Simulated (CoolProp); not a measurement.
Properties of fluorine along the isobar 1.01 bar.

The numbers come from the reference Helmholtz-energy equation of state, de Reuck 1990 in CoolProp.

```json
[
 {"T (K)": "78.1", "phase": "liquid", "density (kg/m³)": "1549", "cp (kJ/(kg K))": "1.492", "Joule-Thomson coefficient (K/MPa)": "-0.2865", "fugacity coefficient": "0.4123"},
 {"T (K)": "93.4", "phase": "gas", "density (kg/m³)": "5.071", "cp (kJ/(kg K))": "0.8079", "Joule-Thomson coefficient (K/MPa)": "20.78", "fugacity coefficient": "0.9751"},
 {"T (K)": "108.7", "phase": "gas", "density (kg/m³)": "4.313", "cp (kJ/(kg K))": "0.7908", "Joule-Thomson coefficient (K/MPa)": "14.87", "fugacity coefficient": "0.9846"},
 {"T (K)": "124.1", "phase": "gas", "density (kg/m³)": "3.758", "cp (kJ/(kg K))": "0.7824", "Joule-Thomson coefficient (K/MPa)": "11.15", "fugacity coefficient": "0.9899"},
 {"T (K)": "139.4", "phase": "gas", "density (kg/m³)": "3.335", "cp (kJ/(kg K))": "0.7785", "Joule-Thomson coefficient (K/MPa)": "8.690", "fugacity coefficient": "0.9930"},
 {"T (K)": "154.7", "phase": "gas", "density (kg/m³)": "2.999", "cp (kJ/(kg K))": "0.7774", "Joule-Thomson coefficient (K/MPa)": "6.976", "fugacity coefficient": "0.9950"},
 {"T (K)": "170.1", "phase": "gas", "density (kg/m³)": "2.724", "cp (kJ/(kg K))": "0.7783", "Joule-Thomson coefficient (K/MPa)": "5.728", "fugacity coefficient": "0.9963"},
 {"T (K)": "185.4", "phase": "gas", "density (kg/m³)": "2.497", "cp (kJ/(kg K))": "0.7808", "Joule-Thomson coefficient (K/MPa)": "4.802", "fugacity coefficient": "0.9972"},
 {"T (K)": "200.7", "phase": "gas", "density (kg/m³)": "2.305", "cp (kJ/(kg K))": "0.7846", "Joule-Thomson coefficient (K/MPa)": "4.093", "fugacity coefficient": "0.9978"},
 {"T (K)": "216.1", "phase": "gas", "density (kg/m³)": "2.139", "cp (kJ/(kg K))": "0.7895", "Joule-Thomson coefficient (K/MPa)": "3.534", "fugacity coefficient": "0.9983"},
 {"T (K)": "231.4", "phase": "gas", "density (kg/m³)": "1.997", "cp (kJ/(kg K))": "0.7952", "Joule-Thomson coefficient (K/MPa)": "3.090", "fugacity coefficient": "0.9987"}
]
```
